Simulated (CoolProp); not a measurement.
Aqueous lithium chloride as a coolant, at 3 °C, 1 atm.

Computed with CoolProp (Melinder's fits for secondary coolants).

| mass % | freezing point (°C) | conductivity (W/(m K)) | Prandtl number | cp (kJ/(kg K)) | viscosity (mPa s) |
|---|---|---|---|---|---|
| 4.1 | -3.9 | 0.559 | 12.9 | 3.965 | 1.81 |
| 6 | -6.3 | 0.555 | ? | 3.857 | 1.92 |
| 7.9 | -8.9 | ? | 13.9 | 3.752 | 2.04 |
| 9.8 | -11.9 | 0.548 | 14.5 | 3.649 | 2.18 |
| 11.6 | -15.2 | 0.544 | 15.2 | 3.553 | 2.33 |
| 13.5 | -19.6 | 0.541 | 16.0 | ? | 2.50 |
| 15.4 | -25.2 | 0.537 | 16.8 | 3.359 | 2.69 |
| 17.3 | -32.1 | 0.534 | 17.8 | 3.269 | 2.91 |
| 19.2 | -40.2 | ? | 18.9 | 3.187 | 3.15 |

Complete the blanks.


- 6, Prandtl number: 13.3
- 7.9, conductivity (W/(m K)): 0.552
- 13.5, cp (kJ/(kg K)): 3.455
- 19.2, conductivity (W/(m K)): 0.530
